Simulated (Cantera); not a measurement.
Thermodynamics of silicon epitaxy and polysilicon growth, feed SiHCl3 + HCl + H2

A closed system holds: 1 mol SiHCl3, 0.6 mol HCl, 22 mol H2, at 1.20 mbar.

Cantera equilibrium calculation (NASA polynomials, part measured and part estimated; ideal gas, pure solids and liquids). Candidate condensed phases: Si; 19 gas species. The tables' values for SiCl3 are old estimates; treat these amounts as uncertain. Kinetics and transport are ignored.

From 625 °C to 900 °C the condensed part is Si(s). The main Si-bearing gas is SiCl4 at 625 °C and SiCl2 at 900 °C. The share of Si in condensed phases is highest at 875 °C (37.8 %) and lowest at 625 °C (17.0 %).

```json
[
 {"T (°C)": "625", "x H2": "0.947", "x HCl": "0.0177", "x SiCl4": "0.0295", "x SiCl2": "0.000449", "x SiHCl3": "0.00438", "x SiCl3": "0.000523", "x SiH2Cl2": "6.15e-5", "x H": "3.07e-9", "n Si(s)": "0.170"},
 {"T (°C)": "650", "x H2": "0.944", "x HCl": "0.0226", "x SiCl4": "0.0280", "x SiCl2": "0.000779", "x SiHCl3": "0.00417", "x SiCl3": "0.000736", "x SiH2Cl2": "6.07e-5", "x H": "6.86e-9", "n Si(s)": "0.195"},
 {"T (°C)": "675", "x H2": "0.939", "x HCl": "0.0283", "x SiCl4": "0.0263", "x SiCl2": "0.00130", "x SiHCl3": "0.00392", "x SiCl3": "0.00100", "x SiH2Cl2": "5.94e-5", "x H": "1.47e-8", "n Si(s)": "0.223"},
 {"T (°C)": "700", "x H2": "0.934", "x HCl": "0.0348", "x SiCl4": "0.0241", "x SiCl2": "0.00208", "x SiHCl3": "0.00364", "x SiCl3": "0.00132", "x SiH2Cl2": "5.74e-5", "x H": "3.02e-8", "n Si(s)": "0.253"},
 {"T (°C)": "725", "x H2": "0.928", "x HCl": "0.0420", "x SiCl4": "0.0216", "x SiCl2": "0.00322", "x SiHCl3": "0.00332", "x SiCl3": "0.00169", "x SiH2Cl2": "5.47e-5", "x H": "5.98e-8", "n Si(s)": "0.283"},
 {"T (°C)": "750", "x H2": "0.922", "x HCl": "0.0497", "x SiCl4": "0.0188", "x SiCl2": "0.00477", "x SiHCl3": "0.00295", "x SiCl3": "0.00206", "x SiH2Cl2": "5.13e-5", "x H": "1.15e-7", "n Si(s)": "0.311"},
 {"T (°C)": "775", "x H2": "0.915", "x HCl": "0.0577", "x SiCl4": "0.0157", "x SiCl2": "0.00678", "x SiHCl3": "0.00255", "x SiCl3": "0.00241", "x SiH2Cl2": "4.71e-5", "x H": "2.13e-7", "n Si(s)": "0.336"},
 {"T (°C)": "800", "x H2": "0.908", "x HCl": "0.0656", "x SiCl4": "0.0125", "x SiCl2": "0.00921", "x SiHCl3": "0.00213", "x SiCl3": "0.00269", "x SiH2Cl2": "4.21e-5", "x H": "3.85e-7", "n Si(s)": "0.356"},
 {"T (°C)": "825", "x H2": "0.901", "x HCl": "0.0728", "x SiCl4": "0.00945", "x SiCl2": "0.0119", "x SiHCl3": "0.00170", "x SiCl3": "0.00283", "x SiH2Cl2": "3.67e-5", "x H": "6.78e-7", "n Si(s)": "0.369"},
 {"T (°C)": "850", "x H2": "0.895", "x HCl": "0.0790", "x SiCl4": "0.00670", "x SiCl2": "0.0147", "x SiHCl3": "0.00130", "x SiCl3": "0.00282", "x SiH2Cl2": "3.10e-5", "x H": "1.16e-6", "n Si(s)": "0.376"},
 {"T (°C)": "875", "x H2": "0.891", "x HCl": "0.0839", "x SiCl4": "0.00448", "x SiCl2": "0.0173", "x SiHCl3": "0.000953", "x SiCl3": "0.00265", "x SiH2Cl2": "2.54e-5", "x H": "1.95e-6", "n Si(s)": "0.378"},
 {"T (°C)": "900", "x H2": "0.887", "x HCl": "0.0874", "x SiCl4": "0.00284", "x SiCl2": "0.0196", "x SiHCl3": "0.000672", "x SiCl3": "0.00237", "x SiH2Cl2": "2.04e-5", "x H": "3.21e-6", "n Si(s)": "0.376"}
]
```
x: gas mole fraction; n: condensed amount in mol.
